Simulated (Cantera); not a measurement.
## Ammonia decomposition in nitride growth gas

An isothermal, constant-pressure homogeneous reactor starts with NH3 : H2 = 1 : 1.8 (molar parts), at 2400 K and 11.3 Torr.

Detailed kinetics in Cantera: the gas-phase N/H chemistry of the illustrative SiF4/NH3 mechanism in the Surface Chemkin manual (1991). Walls and surfaces, which speed up NH3 decomposition in real reactors, are not modelled.

```
t (s)       x NH3   x H2    x N2H4    x N2H2      x NH
--------  -------  -----  --------  --------  --------
9.00e-6     0.357  0.643    <1e-12  4.28e-11   2.34e-9
4.89e-5     0.357  0.643  8.24e-12   3.61e-9   1.95e-7
0.000265    0.356  0.643  2.46e-10   2.27e-7   7.80e-6
0.00144     0.351  0.644   3.94e-9   9.13e-6  0.000123
0.00782     0.309  0.670   4.30e-9   1.11e-5  0.000153
0.0424      0.162  0.762   1.75e-9   5.11e-6  0.000125
0.230     0.00600  0.856  2.20e-11   1.57e-7   4.60e-5
1.25      2.50e-7  0.781    <1e-12    <1e-12   2.23e-7
6.79      4.14e-8  0.762    <1e-12    <1e-12   5.85e-8
36.8      4.09e-8  0.762    <1e-12    <1e-12   5.78e-8
200       4.09e-8  0.762    <1e-12    <1e-12   5.78e-8
```
x: mole fraction; the columns are a selection and need not sum to one.

Equilibrium at this temperature and pressure: NH3 4.09e-8, H2 0.762, N2H4 <1e-12, N2H2 <1e-12, NH 5.78e-8 (gas phase only).
